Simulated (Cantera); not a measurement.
A perfectly stirred reactor is fed with CH₄ : O₂ : N₂ = 1 : 4.17 : 15.7 (molar parts), equivalence ratio 0.48, at 1.00 bar; it is adiabatic with a 650 K inlet, and is followed from long to short residence time, starting on the burning branch (τ in s: 0.023, 0.012, 0.0059, 0.003, 0.0015, 0.00077, 0.00039, 0.0002, 0.0001, 5.1e-05, 2.6e-05, 1.3e-05).

Computed with Cantera and GRI-Mech 3.0 (53 species, 325 reactions).

Q: What does this change do: CH4 1 to 0.61 parts?

A: 
```tsv
quantity	before	after
blow-out, bracketed by the residence times tried	burning at 0.200 ms, out at 0.100 ms	burning at 12.0 ms, out at 5.90 ms
x(CH₄) at τ = 23.0 ms	2.96e-5	0.000159
x(O₂) at τ = 23.0 ms	0.104	0.145
x(CO) at τ = 23.0 ms	0.000680	0.00163
x(HCO) at τ = 23.0 ms	5.35e-8	3.39e-8
x(NO) at τ = 23.0 ms	7.03e-6	1.80e-7
x(CH₄) at τ = 0.390 ms	0.000589	0.0298
x(O₂) at τ = 0.390 ms	0.109	0.204
x(CO) at τ = 0.390 ms	0.0108	<1e-12
x(HCO) at τ = 0.390 ms	3.48e-6	<1e-12
x(NO) at τ = 0.390 ms	2.20e-6	<1e-12
```
